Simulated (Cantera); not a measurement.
An isothermal, constant-pressure homogeneous reactor starts with 26.0 % H2, 26.0 % O2, 41.6 % N2, 6.49 % H2O, equivalence ratio 0.50, at 848 K and 17000 Pa.

Detailed kinetics in Cantera: GRI-Mech 3.0 (53 species, 325 reactions). Below about 950 K walls govern HO2 and H2O2 in real vessels. The temperature is held fixed by assumption; the heat of reaction is taken as removed at once.

x: mole fraction; the columns are a selection and need not sum to one.

| t (s) | x H2 | x O2 | x HO2 | x H2O | x H2O2 |
|---|---|---|---|---|---|
| 0.000400 | 0.260 | 0.260 | 7.77e-11 | 0.0649 | <1e-12 |
| 0.000954 | 0.260 | 0.260 | 3.22e-10 | 0.0649 | <1e-12 |
| 0.00228 | 0.260 | 0.260 | 1.30e-9 | 0.0649 | 4.42e-12 |
| 0.00543 | 0.260 | 0.260 | 4.63e-9 | 0.0649 | 3.96e-11 |
| 0.0129 | 0.260 | 0.260 | … | 0.0649 | 3.26e-10 |
| 0.0309 | 0.260 | 0.260 | 7.01e-8 | 0.0649 | 3.04e-9 |
| 0.0737 | 0.260 | 0.260 | … | 0.0649 | … |
| 0.176 | 0.162 | 0.218 | 1.03e-5 | 0.180 | 8.12e-5 |
| 0.419 | 0.162 | 0.218 | 1.07e-5 | 0.181 | 0.000109 |
| 1.00 | 0.162 | 0.218 | 1.42e-5 | 0.181 | 0.000200 |

Question: Fill in the missing entries.

Answer: 
- 0.0129, x HO2: 1.57e-8
- 0.0737, x HO2: 8.73e-7
- 0.0737, x H2O2: 6.78e-8
